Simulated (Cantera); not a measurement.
A perfectly stirred reactor is fed with CO : O₂ : H₂O : N₂ = 0.0019 : 0.023 : 0.00081 : 1 (molar parts), equivalence ratio 0.041, at 9.87 atm; it is held at 1450 K, and followed from long to short residence time.

Model: GRI-Mech 3.0 (53 species, 325 reactions), integrated in Cantera.

Task: Predict: x(CO) at τ = 5.80 s; x(O₂) at τ = 5.80 s; x(H₂O) at τ = 5.80 s; x(O) at τ = 5.80 s; x(H) at τ = 5.80 s; x(CO) at τ = 25.0 ms; x(O₂) at τ = 25.0 ms; x(H₂O) at τ = 25.0 ms; x(O) at τ = 25.0 ms; x(H) at τ = 25.0 ms.

Result: 
- x(CO) at τ = 5.80 s: 4.05e-6
- x(O₂) at τ = 5.80 s: 0.0215
- x(H₂O) at τ = 5.80 s: 0.000789
- x(O) at τ = 5.80 s: 3.68e-7
- x(H) at τ = 5.80 s: 1.07e-9
- x(CO) at τ = 25.0 ms: 0.000241
- x(O₂) at τ = 25.0 ms: 0.0216
- x(H₂O) at τ = 25.0 ms: 0.000785
- x(O) at τ = 25.0 ms: 7.48e-6
- x(H) at τ = 25.0 ms: 9.28e-8
